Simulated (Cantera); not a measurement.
Input (Python, Cantera):

```python
import numpy as np
import cantera as ct

gas = ct.Solution("gri30.yaml")
gas.TPX = 1950, 1333, {'NO': 1, 'N2': 0.17}
reactor = ct.IdealGasConstPressureReactor(gas, energy="off", clone=False)
net = ct.ReactorNet([reactor])
net.rtol, net.atol = 1e-08, 1e-18
show = ['NO', 'O', 'N2', 'NO2', 'N2O', 'O2']
times = np.geomspace(2e-06, 80, 13)

steps = ct.SolutionArray(gas, extra=["t"])
rows = []
print(f"{'t/s':>10s}{'T/K':>9s}{'P/Pa':>11s}" + "".join(f"{s:>11s}" for s in show))
for t in times:
    while net.time < t:
        t_next = net.step()
        steps.append(gas.state, t=t_next)
    rows.append([np.interp(t, steps.t, y) for y in (steps.T, steps.P, *steps(*show).X.T)])
    print(f"{t:10.3e}{rows[-1][0]:9.1f}{rows[-1][1]:11.4g}" + "".join(f"{x:11.3e}" for x in rows[-1][2:]))
rate = np.gradient(steps.T, steps.t)
print("integrator steps:", len(steps.t))
if steps.T.max() > steps.T[0] + 200:
    print(f"time of steepest temperature rise: {steps.t[rate.argmax()]:.4e} s")
gas.TPX = 1950, 1333, {'NO': 1, 'N2': 0.17}
gas.equilibrate("TP")
print(f"equilibrium (TP): T = {gas.T:.1f} K  " + "  ".join(f"{s} {gas[s].X[0]:.3e}" for s in show))
```

It prints:

```
       t/s      T/K       P/Pa         NO          O         N2        NO2        N2O         O2
 2.000e-06   1950.0       1333  8.547e-01  1.559e-08  1.453e-01  2.194e-13  1.559e-08  2.100e-13
 8.601e-06   1950.0       1333  8.547e-01  6.705e-08  1.453e-01  4.057e-12  6.704e-08  3.884e-12
 3.699e-05   1950.0       1333  8.547e-01  2.884e-07  1.453e-01  7.489e-11  2.882e-07  7.179e-11
 1.591e-04   1950.0       1333  8.547e-01  1.241e-06  1.453e-01  1.388e-09  1.238e-06  1.338e-09
 6.840e-04   1950.0       1333  8.547e-01  5.349e-06  1.453e-01  2.505e-08  5.289e-06  2.479e-08
 2.941e-03   1950.0       1333  8.547e-01  2.327e-05  1.453e-01  4.193e-07  2.214e-05  4.652e-07
 1.265e-02   1950.0       1333  8.545e-01  1.050e-04  1.453e-01  5.131e-06  8.480e-05  9.655e-06
 5.440e-02   1950.0       1333  8.535e-01  4.257e-04  1.456e-01  2.104e-05  2.189e-04  2.421e-04
 2.339e-01   1950.0       1333  8.479e-01  6.835e-04  1.483e-01  2.980e-05  2.378e-04  2.816e-03
 1.006e+00   1950.0       1333  8.226e-01  8.236e-04  1.610e-01  4.583e-05  2.113e-04  1.537e-02
 4.326e+00   1950.0       1333  7.047e-01  1.258e-03  2.198e-01  8.421e-05  1.329e-04  7.401e-02
 1.860e+01   1950.0       1333  2.969e-01  2.122e-03  4.236e-01  7.273e-05  1.838e-05  2.773e-01
 8.000e+01   1950.0       1333  2.279e-02  2.533e-03  5.605e-01  6.929e-06  1.294e-07  4.141e-01
integrator steps: 845
equilibrium (TP): T = 1950.0 K  NO 8.032e-03  O 2.553e-03  N2 5.679e-01  NO2 2.466e-06  N2O 4.446e-08  O2 4.215e-01
```

Cantera simulation using GRI-Mech 3.0 (53 species, 325 reactions); the numbers are that mechanism's predictions, not measurements. Radical loss at walls, strong at low pressure, is not modelled.
